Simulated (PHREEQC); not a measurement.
0.15 g of hydrous ferric oxide (600 m²/g; 0.2 weak and 0.005 strong sites per Fe, Dzombak-Morel constants, diffuse double layer) in 1 kg of water with 0.05 mol/kgw of an inert sodium salt and 6.5e-05 mol CuSO4, at 25 °C; the pH is set by adding NaOH or the inert anion's acid. Oxygen is held at 0.21 atm. The system is closed to CO2. No solid was allowed to form.

Computed with PHREEQC (ion-association model, wateq4f.dat).

```json
[
 {"pH": "4", "S sorbed (%)": "94.9", "Cu sorbed (%)": "1.5", "surface charge σ (C/m²)": "0.195"},
 {"pH": "5", "S sorbed (%)": "81.5", "Cu sorbed (%)": "24.7", "surface charge σ (C/m²)": "0.128"},
 {"pH": "5.5", "S sorbed (%)": "[?]", "Cu sorbed (%)": "61.4", "surface charge σ (C/m²)": "[?]"},
 {"pH": "6", "S sorbed (%)": "[?]", "Cu sorbed (%)": "90.1", "surface charge σ (C/m²)": "0.082"},
 {"pH": "7", "S sorbed (%)": "[?]", "Cu sorbed (%)": "99.4", "surface charge σ (C/m²)": "[?]"},
 {"pH": "8", "S sorbed (%)": "0.4", "Cu sorbed (%)": "99.4", "surface charge σ (C/m²)": "0.014"},
 {"pH": "8.5", "S sorbed (%)": "[?]", "Cu sorbed (%)": "99.2", "surface charge σ (C/m²)": "[?]"},
 {"pH": "9", "S sorbed (%)": "0.0", "Cu sorbed (%)": "99.1", "surface charge σ (C/m²)": "-0.013"},
 {"pH": "10", "S sorbed (%)": "0.0", "Cu sorbed (%)": "98.3", "surface charge σ (C/m²)": "-0.050"}
]
```

Some entries are withheld; supply them.


- 5.5, S sorbed (%): 65.8
- 5.5, surface charge σ (C/m²): 0.102
- 6, S sorbed (%): 46.8
- 7, S sorbed (%): 10.7
- 7, surface charge σ (C/m²): 0.047
- 8.5, S sorbed (%): 0.1
- 8.5, surface charge σ (C/m²): 0.001

The database's constant for dissolved Cu(OH)2 is higher than later reviews accept.
